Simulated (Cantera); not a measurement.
A closed system holds: 1 mol toluene, 0.22 mol O₂, 0.79 mol N₂, held at 90000 Pa.

These are equilibrium values from Cantera (NASA tables, ideal gas, pure condensed phases), not measurements of a reactor. Candidate condensed phases: C, C₆H₆, C₇H₈, C₈H₁₈, H₂O; 136 gas species. Equilibrium is a limit: real reactors are often held back by kinetics, nucleation or transport.

**Question.** At 1173 K, list the 5 most abundant gas species with their mole fractions, and the condensed phases.

**Answer.** H₂ 0.752, N₂ 0.153, CO 0.0828, CH₄ 0.00991, H₂O 0.00199. Condensed: C(graphite).
